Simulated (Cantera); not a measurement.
A Cantera script and what it prints.

```python
import numpy as np
import cantera as ct

gas_names = """
    C CH CH2 CH3 CH4 C2 C2H C2H2,acetylene C2H2,vinylidene C2H3,vinyl C2H4 C2H5 C2H6 C3 C3H3,propargyl
    C3H4,allene C3H4,propyne C3H4,cyclo- C3H5,allyl C3H6,propylene C3H6,cyclo- C3H7,n-propyl
    C3H7,i-propyl C3H8 C4 C4H2 C4H4,1,3-cyclo- C4H6,butadiene C4H6,2-butyne C4H6,cyclo- C4H8,1-butene
    C4H8,cis2-buten C4H8,tr2-butene C4H8,isobutene C4H8,cyclo- C4H9,n-butyl C4H9,i-butyl C4H9,s-butyl
    C4H9,t-butyl C4H10,isobutane C4H10,n-butane C5 C5H6,1,3cyclo- C5H8,cyclo- C5H10,1-pentene
    C5H10,cyclo- C5H11,pentyl C5H11,t-pentyl C5H12,n-pentane C5H12,i-pentane CH3C(CH3)2CH3 C6H2
    C6H5,phenyl C6H6 C6H10,cyclo- C6H12,1-hexene C6H12,cyclo- C6H13,n-hexyl C7H7,benzyl C7H8
    C7H14,1-heptene C7H15,n-heptyl C7H16,n-heptane C8H8,styrene C8H10,ethylbenz C8H16,1-octene
    C8H17,n-octyl C8H18,isooctane C8H18,n-octane C9H19,n-nonyl C10H8,naphthale C10H21,n-decyl
    C12H9,o-bipheny C12H10,bipheny H H2 Si SiC SiC2 SiC4H12 SiH SiH2 SiH3 SiH4 Si2 Si2C Si3
""".split()
cond_names = """
    C(gr) C6H6(L) C7H8(L) C8H18(L),n-octa Si(cr) Si(L) SiC(b)
""".split()


def load(file, names, dense=False):
    # The tables refer to 1 bar. Condensed volumes are neglected.
    table = {s.name: s for s in ct.Species.list_from_file(file)}
    out = []
    for n in names:
        d = dict(table[n].input_data)
        d["thermo"] = dict(d["thermo"], **{"reference-pressure": 1e5})
        if dense:
            d["equation-of-state"] = {"model": "constant-volume", "density": "1e6 g/cm^3"}
        out.append(ct.Species.from_dict(d))
    return out


gas = ct.Solution(thermo="ideal-gas", species=load("nasa_gas.yaml", gas_names))
cond = {s.name: ct.Solution(thermo="fixed-stoichiometry", species=[s], name=s.name)
        for s in load("nasa_condensed.yaml", cond_names, dense=True)}
atoms = {
    'SiH4': {'Si': 1, 'H': 4},
    'C3H8': {'C': 3, 'H': 8},
    'H2': {'H': 2},
}
top_T = {'C(gr)': 4500, 'SiC(b)': 3050}  # K; cautious upper limits of use, not melting points


def equilibrate(T, P, feed):
    n = {}
    for name, mol in feed.items():
        for a, k in atoms[name].items():
            n[a] = n.get(a, 0.0) + k * mol
    gas.TPX = T, P, n
    mass = sum(n.values()) * gas.mean_molecular_weight
    gas.equilibrate("TP")
    valid = [c for c in cond.values() if c.min_temp <= T <= top_T.get(c.name, c.max_temp)]
    mix = ct.Mixture([(gas, mass / gas.mean_molecular_weight)] + [(c, 0.0) for c in valid])
    mix.T, mix.P = T, P
    mix.equilibrate("TP", solver="vcs", rtol=1e-11, max_steps=5000)
    return mix


results = []
T = 1800  # K
P = 480  # Pa
for m in [0.11, 0.2, 0.3, 0.39, 0.49, 0.58, 0.68, 0.77, 0.87, 0.96]:
    feed = {'SiH4': 1, 'C3H8': m, 'H2': 120}  # mol
    mix = equilibrate(T, P, feed)
    results.append((T, P, feed, dict(zip(mix.species_names, mix.species_moles))))

top = {s: max(r[3][s] / sum(r[3][g] for g in gas_names) for r in results) for s in gas_names}
cols = sorted((s for s in top if top[s] > 0.001), key=lambda s: -top[s])[:6]
seen = [c for c in cond_names if any(r[3].get(c, 0) > 1e-12 for r in results)]
print("log10 of partial pressures in bar; condensed amounts in mol")
print(f"{'n(C3H8)':>10s}" + "".join(f"{s[:9]:>10s}" for s in cols + seen))
for T, P, feed, n in results:
    ng = sum(n[g] for g in gas_names)
    print(f"{feed['C3H8']:10.4g}" + "".join(f"{np.log10(max(n[s] / ng * P / 1e5, 1e-99)):10.3f}" for s in cols)
          + "".join(f"{n.get(c, 0):10.4g}" for c in seen))
```

Output:

```
log10 of partial pressures in bar; condensed amounts in mol
   n(C3H8)        H2         H     C(gr)     Si(L)    SiC(b)
      0.11    -2.321    -4.607         0    0.5765    0.3291
       0.2    -2.321    -4.607         0    0.3062    0.5991
       0.3    -2.321    -4.607         0  0.005926    0.8991
      0.39    -2.321    -4.607    0.1285         0    0.9977
      0.49    -2.321    -4.607    0.4283         0    0.9977
      0.58    -2.321    -4.607    0.6982         0    0.9977
      0.68    -2.321    -4.607    0.9981         0    0.9977
      0.77    -2.321    -4.607     1.268         0    0.9977
      0.87    -2.321    -4.607     1.568         0    0.9977
      0.96    -2.321    -4.607     1.838         0    0.9977
```

Equilibrium computed with Cantera from the NASA thermochemical tables; the gas is ideal and each condensed phase is pure. Mutual solubility and eutectic melting of coexisting phases are not modelled. Gases not in the tables: Si2H6 and higher silanes.
